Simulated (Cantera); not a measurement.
A freely propagating, adiabatic, planar premixed flame of CH₄ : C₂H₆ : O₂ : N₂ = 1 : 0.042 : 3.16 : 15 (molar parts), equivalence ratio 0.68, unburnt at 375 K and 1000000 Pa; mixture-averaged transport, grid criteria slope 0.08 and curve 0.16, no radiation.

Detailed kinetics in Cantera: GRI-Mech 3.0 (53 species, 325 reactions). Burning velocities carry a grid error of a few per cent, more on coarse grids.

Predict: laminar burning velocity; thermal thickness; peak x(H₂O₂); peak x(C₂H).


```
Item                          Value
------------------------  ---------
laminar burning velocity  3.75 cm/s
thermal thickness          0.360 mm
peak x(H₂O₂)                6.25e-5
peak x(C₂H)                   <1e-8
```
